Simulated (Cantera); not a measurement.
A Cantera script and what it prints.

```python
import numpy as np
import cantera as ct

gas_names = """
    Cu CuF CuF2 Cu2 F F2 H HF H2 H2F2 H3F3 H4F4 H5F5 H6F6 H7F7
""".split()
cond_names = """
    Cu(cr) Cu(L) CuF2(s) CuF2(L)
""".split()


# ... load() reads the species with a 1 bar reference pressure and builds the phases ...
atoms = {
    'Cu': {'Cu': 1},
    'HF': {'H': 1, 'F': 1},
    'F2': {'F': 2},
}
top_T = {}  # K; cautious upper limits of use, not melting points


# ... equilibrate(T, P, feed) seeds the gas with the atoms and calls Mixture.equilibrate('TP', solver="vcs", rtol=1e-11, max_steps=5000) ...
results = []
T = 1373  # K
P = 13332.2  # Pa
for m in [0.35, 0.46, 0.6, 0.78, 1, 1.3, 1.7]:
    feed = {'Cu': 1, 'HF': 3.2, 'F2': m}  # mol
    mix = equilibrate(T, P, feed)
    results.append((T, P, feed, dict(zip(mix.species_names, mix.species_moles))))

top = {s: max(r[3][s] / sum(r[3][g] for g in gas_names) for r in results) for s in gas_names}
cols = sorted((s for s in top if top[s] > 0.0001), key=lambda s: -top[s])[:9]
seen = [c for c in cond_names if any(r[3].get(c, 0) > 1e-12 for r in results)]
print("log10 of partial pressures in bar; condensed amounts in mol")
print(f"{'n(F2)':>10s}" + "".join(f"{s[:9]:>10s}" for s in cols + seen))
for T, P, feed, n in results:
    ng = sum(n[g] for g in gas_names)
    print(f"{feed['F2']:10.4g}" + "".join(f"{np.log10(max(n[s] / ng * P / 1e5, 1e-99)):10.3f}" for s in cols)
          + "".join(f"{n.get(c, 0):10.4g}" for c in seen))
```

Output:

```
log10 of partial pressures in bar; condensed amounts in mol
     n(F2)        HF         F       CuF      CuF2        F2     Cu(L)   CuF2(L)
      0.35    -0.942    -6.689    -1.882    -2.226   -13.712    0.4663         0
      0.46    -0.959    -6.621    -1.814    -2.090   -13.576    0.3166         0
       0.6    -0.980    -6.559    -1.752    -1.966   -13.452      0.13         0
      0.78    -0.972    -6.437    -1.833    -1.925   -13.207         0    0.2035
         1    -0.916    -4.135    -4.135    -1.925    -8.604         0    0.6842
       1.3    -0.990    -1.724    -6.546    -1.925    -3.782         0    0.6283
       1.7    -1.071    -1.444    -6.825    -1.925    -3.223         0    0.5516
```

These are equilibrium values from Cantera (NASA tables, ideal gas, pure condensed phases), not measurements of a reactor.
